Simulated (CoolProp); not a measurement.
Saturation properties of sulfur dioxide.

The numbers come from the reference Helmholtz-energy equation of state, Gao 2016 in CoolProp.

```
T (K)  p (kPa)  liquid density (kg/m³)  vapour density (kg/m³)
-----  -------  ----------------------  ----------------------
220.8    9.875                       ?                  0.3464
228.6    16.38                    1550                  0.5563
236.5    26.27                    1530                  0.8652
244.3    40.44                       ?                   1.294
252.1    60.32                    1490                   1.880
260          ?                    1470                   2.672
267.8        ?                       ?                   3.693
275.6    171.7                    1429                   4.999
283.5    233.3                    1407                   6.667
291.3    309.9                       ?                   8.712
```

Question: What belongs in the gaps?

Answer: 
- 220.8, liquid density (kg/m³): 1570
- 244.3, liquid density (kg/m³): 1510
- 260, p (kPa): 87.90
- 267.8, p (kPa): 124.3
- 267.8, liquid density (kg/m³): 1449
- 291.3, liquid density (kg/m³): 1386

It boils at 263.1 K under 1 atm.
